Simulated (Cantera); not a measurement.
A Cantera script and what it prints.

```python
import numpy as np
import cantera as ct

gas_names = [...]  # 113 gases of nasa_gas.yaml made of C, H, O, Ta
cond_names = """
    C(gr) C6H6(L) C7H8(L) C8H18(L),n-octa H2O(s) H2O(L) Ta(cr) Ta(L) TaC(s) TaC(L) Ta2O5(s) Ta2O5(L)
""".split()


# ... load() reads the species with a 1 bar reference pressure and builds the phases ...
atoms = {
    'Ta(OEt)5': {'Ta': 1, 'C': 10, 'H': 25, 'O': 5},
    'H2O': {'H': 2, 'O': 1},
    'H2': {'H': 2},
}
top_T = {'C(gr)': 4500}  # K; cautious upper limits of use, not melting points


# ... equilibrate(T, P, feed) seeds the gas with the atoms and calls Mixture.equilibrate('TP', solver="vcs", rtol=1e-11, max_steps=5000) ...
results = []
feed = {'Ta(OEt)5': 1, 'H2O': 6.7, 'H2': 76}  # mol
T = 823.15  # K
P = 0.12  # Pa
mix = equilibrate(T, P, feed)
results.append((T, P, feed, dict(zip(mix.species_names, mix.species_moles))))
x = sorted(zip(gas.X, gas.species_names), reverse=True)
print(f"T = {T:g} K  P = {P:g} Pa  gas = {mix.phase_moles(0):.4g} mol")
print("   x: " + "  ".join(f"{s} {v:.3e}" for v, s in x if v > 1e-05))
print("   condensed (mol): " + ("  ".join(f"{mix.phase(i).name} {mix.phase_moles(i):.4g}"
      for i in range(1, mix.n_phases) if mix.phase_moles(i) > 1e-12) or "none"))
```

It prints:

```
T = 823.15 K  P = 0.12 Pa  gas = 105 mol
   x: H2 9.069e-01  CO 9.308e-02
   condensed (mol): TaC(s) 0.2288  Ta2O5(s) 0.3856
```

These are equilibrium values from Cantera (NASA tables, ideal gas, pure condensed phases), not measurements of a reactor. The feed counts by its element totals alone. TaC: taken at fixed stoichiometry. Condensed phases not in the tables: Ta2C.
